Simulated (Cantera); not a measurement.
Input: 1 mol PbS, 9.2 mol H2, equilibrated at 675 Torr.

These are equilibrium values from Cantera (NASA tables, ideal gas, pure condensed phases), not measurements of a reactor. Candidate condensed phases: Pb, PbS, S; 10 gas species. Gases not in the tables: S3 to S7. The numbers say what is thermodynamically allowed, not how fast it happens.

log p: log10 of the partial pressure in bar; n: condensed amount in mol.

```tsv
T (K)	log p H2	log p H2S	log p PbS	log p Pb	log p S2	n Pb(l)
1273	-0.10	-1.12	-1.70	-2.74	(withheld)	0.773
1348	-0.10	-1.22	-1.48	-2.32	(withheld)	0.592
1423	-0.10	-1.36	-1.32	-1.95	-3.99	0.357
1498	-0.10	-1.53	-1.23	-1.62	-3.99	0.0630
1573	-0.11	-1.55	-1.23	-1.54	(withheld)	0
1648	-0.11	-1.53	-1.24	-1.51	(withheld)	0
1723	-0.11	-1.52	-1.26	-1.48	(withheld)	0
1798	-0.11	-1.51	-1.27	-1.46	(withheld)	0
1873	-0.11	-1.51	-1.29	-1.43	(withheld)	0
1948	-0.11	-1.52	-1.32	-1.40	(withheld)	0
2023	-0.11	-1.54	-1.35	-1.37	(withheld)	0
```

Q: What belongs in the gaps?

A: 
- 1273, log p S2: -4.30
- 1348, log p S2: -4.08
- 1573, log p S2: -3.71
- 1648, log p S2: -3.40
- 1723, log p S2: -3.12
- 1798, log p S2: -2.88
- 1873, log p S2: -2.67
- 1948, log p S2: -2.49
- 2023, log p S2: -2.35
